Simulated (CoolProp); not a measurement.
Vapour-liquid equilibrium of R22 (1) + n-pentane (2) at 31.25 °C; x and y are mole fractions of (1).

Computed with CoolProp (multi-fluid Helmholtz-energy mixture model, Kamei 1995 and Thol 2019; pair parameters Bell 2016).

| x | bubble pressure, mixture model (kPa) | bubble pressure, Raoult's law (kPa) | y, mixture model | y, Raoult's law |
|---|---|---|---|---|
| 0.05 | 182.2 | 143.0 | 0.535 | 0.430 |
| 0.125 | 317.0 | 228.9 | 0.741 | 0.672 |
| 0.2 | 437.2 | 314.8 | 0.818 | 0.782 |
| 0.275 | 542.2 | 400.7 | 0.859 | 0.845 |
| 0.35 | 632.8 | 486.6 | 0.884 | 0.885 |
| 0.425 | 711.2 | 572.5 | 0.902 | 0.914 |
| 0.5 | 780.4 | 658.4 | 0.915 | 0.935 |
| 0.575 | 843.4 | 744.4 | 0.927 | 0.951 |
| 0.65 | 903.6 | 830.3 | 0.938 | 0.964 |
| 0.725 | 964.0 | 916.2 | 0.948 | 0.974 |
| 0.8 | 1028 | 1002 | 0.960 | 0.983 |
| 0.875 | 1097 | 1088 | 0.973 | 0.990 |
| 0.95 | 1174 | 1174 | 0.988 | 0.996 |

The largest gap from Raoult's law is +38.9 % in bubble pressure, at x = 0.2. No azeotrope shows between x = 0.05 and 0.95.

The pair parameters rest on a limited set of measurements; away from them the model extrapolates.
